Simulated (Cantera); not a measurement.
What does this Cantera script print?

```python
import numpy as np
import cantera as ct

gas_names = [...]  # 151 gases of nasa_gas.yaml made of C, H, N, O, Si
cond_names = """
    C(gr) C6H6(L) C7H8(L) C8H18(L),n-octa H2O(s) H2O(L) Si(cr) Si(L) SiC(b) SiO2(Lqz) SiO2(hqz) SiO2(L)
    Si2N2O(s) Si3N4(a)
""".split()


# ... load() reads the species with a 1 bar reference pressure and builds the phases ...
atoms = {
    'Si2H6': {'Si': 2, 'H': 6},
    'CO2': {'C': 1, 'O': 2},
    'H2': {'H': 2},
    'NO': {'N': 1, 'O': 1},
}
top_T = {'C(gr)': 4500, 'SiC(b)': 3050, 'Si2N2O(s)': 2100, 'Si3N4(a)': 2400}  # K; cautious upper limits of use, not melting points


# ... equilibrate(T, P, feed) seeds the gas with the atoms and calls Mixture.equilibrate('TP', solver="vcs", rtol=1e-11, max_steps=5000) ...
results = []
feed = {'Si2H6': 1, 'CO2': 0.32, 'H2': 0.19, 'NO': 0.2}  # mol
P = 26000  # Pa
for T in [500, 700, 900, 1100, 1300, 1500, 1700, 1900, 2100]:
    mix = equilibrate(T, P, feed)
    results.append((T, P, feed, dict(zip(mix.species_names, mix.species_moles))))
    x = sorted(zip(gas.X, gas.species_names), reverse=True)
    print(f"T = {T:g} K  P = {P:g} Pa  gas = {mix.phase_moles(0):.4g} mol")
    print("   x: " + "  ".join(f"{s} {v:.3e}" for v, s in x if v > 1e-06))
    print("   condensed (mol): " + ("  ".join(f"{mix.phase(i).name} {mix.phase_moles(i):.4g}"
          for i in range(1, mix.n_phases) if mix.phase_moles(i) > 1e-12) or "none"))
```

Result:

```
T = 500 K  P = 26000 Pa  gas = 3.19 mol
   x: H2 1.000e+00  CH4 3.813e-05
   condensed (mol): Si(cr) 1.11  SiC(b) 0.3199  SiO2(Lqz) 0.37  Si2N2O(s) 0.1
T = 700 K  P = 26000 Pa  gas = 3.19 mol
   x: H2 1.000e+00  CH4 1.989e-05
   condensed (mol): Si(cr) 1.11  SiC(b) 0.3199  SiO2(Lqz) 0.37  Si2N2O(s) 0.1
T = 900 K  P = 26000 Pa  gas = 3.19 mol
   x: H2 1.000e+00  CH4 1.191e-05
   condensed (mol): Si(cr) 1.11  SiC(b) 0.32  SiO2(hqz) 0.37  Si2N2O(s) 0.1
T = 1100 K  P = 26000 Pa  gas = 3.19 mol
   x: H2 1.000e+00  CH4 8.086e-06
   condensed (mol): Si(cr) 1.11  SiC(b) 0.32  SiO2(hqz) 0.37  Si2N2O(s) 0.1
T = 1300 K  P = 26000 Pa  gas = 3.19 mol
   x: H2 1.000e+00  SiO 2.928e-05  CH4 6.051e-06  H 2.170e-06
   condensed (mol): Si(cr) 1.11  SiC(b) 0.32  SiO2(hqz) 0.37  Si2N2O(s) 0.1
T = 1500 K  P = 26000 Pa  gas = 3.197 mol
   x: H2 9.979e-01  SiO 1.993e-03  CO 5.399e-05  H 3.449e-05  CH4 4.849e-06  H2O 3.302e-06  SiH2 1.495e-06
   condensed (mol): Si(cr) 1.107  SiC(b) 0.3198  SiO2(hqz) 0.3667  Si2N2O(s) 0.1
T = 1700 K  P = 26000 Pa  gas = 3.362 mol
   x: H2 9.487e-01  SiO 4.834e-02  CO 2.598e-03  H 2.815e-04  N2 2.939e-05  H2O 2.085e-05  SiH2 1.346e-05  CH4 3.802e-06  Si 2.610e-06  SiH 2.006e-06
   condensed (mol): Si(L) 1.042  SiC(b) 0.3113  SiO2(L) 0.2844  Si2N2O(s) 0.0999
T = 1900 K  P = 26000 Pa  gas = 3.977 mol
   x: H2 8.013e-01  SiO 1.611e-01  CO 3.047e-02  N2 5.512e-03  H 1.393e-03  Si 4.850e-05  SiH2 4.673e-05  H2O 3.049e-05  HCN 2.404e-05  SiH 1.921e-05  CH4 3.485e-06  HNC 1.129e-06
   condensed (mol): Si(L) 1.004  SiC(b) 0.1987  Si2N2O(s) 0.07803
T = 2100 K  P = 26000 Pa  gas = 4.144 mol
   x: H2 7.668e-01  SiO 1.330e-01  CO 6.966e-02  N2 2.400e-02  H 5.351e-03  Si 5.131e-04  HCN 2.268e-04  SiH2 1.399e-04  SiH 1.243e-04  Si2C 2.099e-05  HNC 1.532e-05  H2O 1.430e-05  Si2N 1.010e-05  SiN 8.410e-06  C2H2,acetylene 6.733e-06  Si2 6.686e-06  CH4 3.932e-06  Si3 1.366e-06
   condensed (mol): Si(L) 1.415  SiC(b) 0.03018
```

Cantera equilibrium calculation (NASA polynomials, part measured and part estimated; ideal gas, pure solids and liquids). The feed counts by its element totals alone. Each liquid is taken as pure. Mutual solubility and eutectic melting of coexisting phases are not modelled. The tables hold silica as quartz up to 1696 K and as liquid above; real silica turns to tridymite and cristobalite and melts near 1996 K. Gases not in the tables: Si2H6 and higher silanes.
